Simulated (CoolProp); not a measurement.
Methanol along the isobar 44700 kPa: Z from the reference equation and from simpler models built on Tc = 513.4 K, pc = 8216 kPa, ω = 0.565; each cubic takes its own stable root.

Computed with CoolProp (reference Helmholtz-energy equation of state, de Reuck 1993).

```
T (K)   phase  reference
-----  ------  ---------
206.2  liquid     0.9304
230.4  liquid     0.8524
254.6  liquid     0.7896
278.8  liquid     0.7378
303    liquid     0.6946
327.2  liquid     0.6583
351.4  liquid     0.6279
375.6  liquid     0.6027
399.8  liquid     0.5822
424    liquid     0.5660
448.2  liquid     0.5540
472.4  liquid     0.5462
496.6  liquid     0.5429
```

Problem. How far does each simpler model (van der Waals, Redlich-Kwong, Soave-Redlich-Kwong) lie from the reference over these 13 states: mean and median of the absolute difference, and the worst?

Solution. 
- van der Waals: mean 94.7 %, median 95.7 %, worst +103.7 % at 206.2 K and 44700 kPa
- Redlich-Kwong: mean 39.5 %, median 39.4 %, worst +40.7 % at 448.2 K and 44700 kPa
- Soave-Redlich-Kwong: mean 34.5 %, median 33.9 %, worst +38.4 % at 496.6 K and 44700 kPa
